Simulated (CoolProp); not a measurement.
Neopentane at several states: density (kg/m³) from the reference equation and from simpler models built on Tc = 433.7 K, pc = 31.96 bar, ω = 0.196; each cubic takes its own stable root.

Values from CoolProp's reference Helmholtz-energy equation of state, Lemmon 2006. It is a short technical equation, of lower accuracy than the large ones.

```json
[
 {"T (K)": "365.7", "p (bar)": "14.2", "phase": "liquid", "reference": "499.0", "Redlich-Kwong": "436.1", "Soave-Redlich-Kwong": "453.8", "Peng-Robinson": "514.6"},
 {"T (K)": "347.8", "p (bar)": "1.89", "phase": "gas", "reference": "4.921", "Redlich-Kwong": "4.905", "Soave-Redlich-Kwong": "4.917", "Peng-Robinson": "4.931"},
 {"T (K)": "524.6", "p (bar)": "53.5", "phase": "supercritical", "reference": "132.1", "Redlich-Kwong": "136.6", "Soave-Redlich-Kwong": "126.5", "Peng-Robinson": "133.1"}
]
```
